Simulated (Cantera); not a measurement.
Charge: 1 mol PbO, 16 mol CO, 1.6 mol N2, at 1898 K and 1.00 Torr.

Equilibrium computed with Cantera from the NASA thermochemical tables; the gas is ideal and each condensed phase is pure. Candidate condensed phases: C, Pb, PbO, PbO2, Pb3O4; 27 gas species. Rates play no part.

**Question.** What is the equilibrium state?

**Answer.** 
```
Property                                    Value
--------------------------------------  ---------
x(CO)                                       0.807
x(N2)                                      0.0860
x(Pb)                                      0.0537
x(CO2)                                     0.0537
x(PbO)                                    4.59e-5
x(O)                                      7.88e-6
x(NO)                                     4.03e-6
gas amount                              18.60 mol
log10 activity of Pb(l) (absent)            -3.85
log10 activity of C(graphite) (absent)      -6.16
```
